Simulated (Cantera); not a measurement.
## Hydrogen reduction and annealing atmospheres: Cr2O3 + H2 + H2O

Feed: 1 mol Cr2O3, 1700 mol H2, 1.1 mol H2O, at 0.130 bar.

These are equilibrium values from Cantera (NASA tables, ideal gas, pure condensed phases), not measurements of a reactor. Candidate condensed phases: Cr, Cr2O3, H2O; 13 gas species. Mutual solubility and eutectic melting of coexisting phases are not modelled. Rates play no part.

| T (°C) | x H2 | x H | x H2O | x Cr | n Cr2O3(s) | n Cr(s) |
|---|---|---|---|---|---|---|
| 750 | 0.999 | 1.15e-8 | 0.000647 | <1e-12 | 1.00 | 0 |
| 950 | 0.999 | 8.34e-7 | 0.000647 | 3.42e-10 | 1.00 | 0 |
| 1150 | 0.999 | 1.84e-5 | 0.000724 | 8.12e-7 | 0.956 | 0.0867 |
| 1350 | 0.997 | 0.000191 | 0.00241 | 4.46e-5 | 0 | 1.92 |
| 1550 | 0.995 | 0.00120 | 0.00240 | 0.000981 | 0 | 0.326 |
| 1750 | 0.991 | 0.00524 | 0.00240 | 0.00117 | 0 | 0 |
| 1950 | 0.979 | 0.0176 | 0.00238 | 0.00116 | 0 | 0 |
x: gas mole fraction; n: condensed amount in mol.

From 750 °C to 950 °C the condensed part is Cr2O3(s). At 1150 °C the condensed part is Cr(s) + Cr2O3(s). From 1350 °C to 1550 °C the condensed part is Cr(s). From 1750 °C to 1950 °C nothing is condensed.
